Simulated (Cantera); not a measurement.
Feed: 1 mol S, 0.035 mol H₂, 0.12 mol O₂, held at 2923 K and 0.00390 bar.

Cantera equilibrium calculation (NASA polynomials, part measured and part estimated; ideal gas, pure solids and liquids). Candidate condensed phases: H₂O, H₂SO₄, S; 19 gas species. The numbers say what is thermodynamically allowed, not how fast it happens.

Base state: S 0.678, SO 0.155, H 0.0602, O 0.0493, S₂ 0.0445, SO₂ 0.00761, SH 0.00184, O₂ 0.00127 (mole fractions); condensed: gas only.

### Question
What changes in the equilibrium state with this change: H₂ from 0.035 to 1.2 mol?

### Answer
```
species    before     after
-------  --------  --------
H          0.0602     0.570
S           0.678     0.260
H₂       0.000921    0.0827
SO          0.155    0.0344
S₂         0.0445   0.00652
O          0.0493    0.0285
H₂O       5.97e-5   0.00310
H₂S       1.29e-6   4.42e-5
S₂O       8.77e-5   7.45e-6
SO₂       0.00761  0.000976
```

### Question
What changes in the equilibrium state with this change: H₂ from 0.035 to 0.066 mol?

### Answer
```
species    before     after
-------  --------  --------
S           0.678     0.645
SO          0.155     0.145
H          0.0602     0.105
S₂         0.0445    0.0403
O          0.0493    0.0482
H₂       0.000921   0.00281
H₂O       5.97e-5  0.000178
OH        0.00122   0.00208
SH        0.00184   0.00306
S₂O       8.77e-5   7.78e-5
```
